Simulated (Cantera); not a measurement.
A closed system holds: 1 mol CH3OH, 1.8 mol O2, 20 mol N2, at 2550 K and 7.50 Torr.

Equilibrium computed with Cantera from the NASA thermochemical tables; the gas is ideal and each condensed phase is pure. Candidate condensed phases: C, C6H6, C7H8, C8H18, H2O; 136 gas species. The numbers say what is thermodynamically allowed, not how fast it happens.

Base state: N2 0.792, H 0.0404, H2O 0.0337, CO 0.0302, O 0.0280, O2 0.0230, OH 0.0178, H2 0.0168 (mole fractions); condensed: gas only.

Problem. What changes in the equilibrium state with this change: temperature from 2550 K to 648.15 K?

Solution. 
```
species   before    after
-------  -------  -------
N2         0.792    0.858
H2O       0.0337   0.0858
CO2      0.00959   0.0429
H         0.0404    <1e-9
CO        0.0302    <1e-9
O         0.0280    <1e-9
OH        0.0178    <1e-9
H2        0.0168    <1e-9
O2        0.0230   0.0129
NO       0.00831  2.07e-8
```
